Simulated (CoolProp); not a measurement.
A single-stage vapour-compression cycle with R125: evaporating at 307.15 K (dew point), condensing at 329.15 K (bubble point), superheat 10 K, subcooling 0 K, compressor efficiency 0.9, no pressure losses. Each further row changes one setting.

Computed with CoolProp (reference Helmholtz-energy equation of state, Lemmon 2005).

```tsv
case	cooling COP	pressure ratio	discharge temperature (K)	refrigerating effect (kJ/kg)	volumetric capacity (kJ/m³)
as stated	8.41	1.67	341.4	75.5	8070
evaporating temperature 312.15 K	?	1.48	341.0	?	9480
condensing temperature 324.15 K	12.0	1.50	335.8	84.7	?
subcooling 5 K	9.55	1.67	341.4	85.7	?
superheat 20 K	8.78	1.67	350.3	86.3	8500
compressor efficiency 0.8	7.48	1.67	342.2	75.5	8070
```

**Question.** Some entries are withheld; supply them.

**Answer.** 
- evaporating temperature 312.15 K, cooling COP: 11.4
- evaporating temperature 312.15 K, refrigerating effect (kJ/kg): 77.2
- condensing temperature 324.15 K, volumetric capacity (kJ/m³): 9050
- subcooling 5 K, volumetric capacity (kJ/m³): 9160
